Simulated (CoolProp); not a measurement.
Properties of water along the isotherm 391.45 °C (Tc = 373.9 °C, pc = 220.6 bar, ω = 0.344).

Computed with CoolProp (reference Helmholtz-energy equation of state, Wagner 2002).

| p (bar) | phase | Z | speed of sound (m/s) | Joule-Thomson coefficient (K/MPa) | isothermal compressibility (1/MPa) | viscosity (µPa s) |
|---|---|---|---|---|---|---|
| 6.89 | gas | 0.9906 | 625.7 | 7.747 | 1.465 | 24.1 |
| 13.8 | gas | 0.9809 | 622.5 | 7.745 | 0.7390 | 24.1 |
| 20.7 | gas | 0.9711 | 619.2 | 7.736 | 0.4979 | 24.1 |
| 27.6 | gas | 0.9610 | 615.9 | 7.723 | 0.3776 | 24.0 |
| 34.5 | gas | 0.9508 | 612.4 | 7.704 | 0.3056 | 24.0 |
| 41.4 | gas | 0.9403 | 608.9 | 7.680 | 0.2578 | 24.0 |
| 48.3 | gas | 0.9297 | 605.3 | 7.651 | 0.2239 | 24.0 |
| 55.2 | gas | 0.9188 | 601.6 | 7.617 | 0.1986 | 24.0 |
| 62.1 | gas | 0.9076 | 597.8 | 7.578 | 0.1790 | 24.0 |
| 68.9 | gas | 0.8964 | 593.9 | 7.536 | 0.1638 | 24.0 |
| 75.8 | gas | 0.8847 | 589.9 | 7.489 | 0.1512 | 24.1 |
| 82.7 | gas | 0.8728 | 585.8 | 7.438 | 0.1410 | 24.1 |
| 89.6 | gas | 0.8606 | 581.6 | 7.382 | 0.1324 | 24.1 |
| 96.5 | gas | 0.8481 | 577.2 | 7.323 | 0.1253 | 24.1 |
| 103 | gas | 0.8360 | 573.0 | 7.263 | 0.1196 | 24.2 |
| 110 | gas | 0.8227 | 568.3 | 7.195 | 0.1144 | 24.2 |

Viscosity comes from a separate model (Huber 2009).
